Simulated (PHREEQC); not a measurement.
Solution (25 °C): 0.015 mol HF, 0.00051 mol (NH4)2SiF6, 0.01 mol H3BO3 and 0.014 mol HCl per kg of water. Closed to the air; pH follows from the charge balance.

The numbers come from PHREEQC with the ion-association model, wateq4f.dat.

No solid was allowed to form.

Question: What pH, ionic strength does the model give?

Answer: pH 1.82; ionic strength 0.0184 mol/kgw.

Question: In which forms is B present?

Answer: H3BO3 68 %, BF4- 28 %, BF3OH- 3.0 %, BF2(OH)2- 1.2 % of the B.

The solution is supersaturated, for example in Quartz (slow to form), so a real one may precipitate; this is no full list. Species that the database lacks are ignored. SiF6-2 is the database's only silicon fluoride. Real BF4- forms and hydrolyses slowly; the run takes it at equilibrium.
